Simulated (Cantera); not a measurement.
Cantera run, input and output.

```python
import numpy as np
import cantera as ct

gas = ct.Solution("gri30.yaml")
gas.TPX = 1325, 9700, {'N2O': 1, 'H2O': 0.056}
reactor = ct.IdealGasConstPressureReactor(gas, energy="off", clone=False)
net = ct.ReactorNet([reactor])
net.rtol, net.atol = 1e-08, 1e-18
show = ['N2O', 'H2O', 'N2', 'NO2', 'H2', 'NO']
times = np.geomspace(3e-05, 2, 10)

steps = ct.SolutionArray(gas, extra=["t"])
rows = []
print(f"{'t/s':>10s}{'T/K':>9s}{'P/Pa':>11s}" + "".join(f"{s:>11s}" for s in show))
for t in times:
    while net.time < t:
        t_next = net.step()
        steps.append(gas.state, t=t_next)
    rows.append([np.interp(t, steps.t, y) for y in (steps.T, steps.P, *steps(*show).X.T)])
    print(f"{t:10.3e}{rows[-1][0]:9.1f}{rows[-1][1]:11.4g}" + "".join(f"{x:11.3e}" for x in rows[-1][2:]))
rate = np.gradient(steps.T, steps.t)
print("integrator steps:", len(steps.t))
if steps.T.max() > steps.T[0] + 200:
    print(f"time of steepest temperature rise: {steps.t[rate.argmax()]:.4e} s")
gas.TPX = 1325, 9700, {'N2O': 1, 'H2O': 0.056}
gas.equilibrate("TP")
print(f"equilibrium (TP): T = {gas.T:.1f} K  " + "  ".join(f"{s} {gas[s].X[0]:.3e}" for s in show))
```

Result:

```
       t/s      T/K       P/Pa        N2O        H2O         N2        NO2         H2         NO
 3.000e-05   1325.0       9700  9.469e-01  5.303e-02  1.119e-05  1.987e-13  1.212e-12  7.954e-07
 1.031e-04   1325.0       9700  9.469e-01  5.303e-02  4.688e-05  2.685e-11  1.200e-10  5.934e-06
 3.541e-04   1325.0       9700  9.467e-01  5.302e-02  1.828e-04  5.810e-09  4.947e-09  2.825e-05
 1.216e-03   1325.0       9700  9.459e-01  5.299e-02  6.610e-04  6.989e-07  8.597e-08  1.048e-04
 4.179e-03   1325.0       9700  9.432e-01  5.293e-02  2.341e-03  1.852e-05  4.771e-07  3.509e-04
 1.436e-02   1325.0       9700  9.341e-01  5.276e-02  8.129e-03  1.306e-04  7.527e-07  1.133e-03
 4.932e-02   1325.0       9700  9.037e-01  5.222e-02  2.739e-02  4.380e-04  4.417e-07  3.722e-03
 1.695e-01   1325.0       9700  8.098e-01  5.053e-02  8.689e-02  7.169e-04  3.007e-07  1.206e-02
 5.822e-01   1325.0       9700  5.723e-01  4.626e-02  2.375e-01  6.425e-04  2.852e-07  3.323e-02
 2.000e+00   1325.0       9700  2.094e-01  3.972e-02  4.681e-01  2.946e-04  3.579e-07  6.469e-02
integrator steps: 1292
equilibrium (TP): T = 1325.0 K  N2O 9.603e-09  H2O 3.598e-02  N2 6.424e-01  NO2 1.963e-06  H2 2.754e-08  NO 5.212e-04
```

Detailed kinetics in Cantera: GRI-Mech 3.0 (53 species, 325 reactions). GRI-Mech 3.0 was tuned for natural gas; its chemistry of N2O as a main component is partial and can be far from experiment. The mechanism lacks the step 2 NO + O2 → 2 NO2, which can matter for NO2 below about 1400 K. The temperature is held fixed by assumption; the heat of reaction is taken as removed at once.
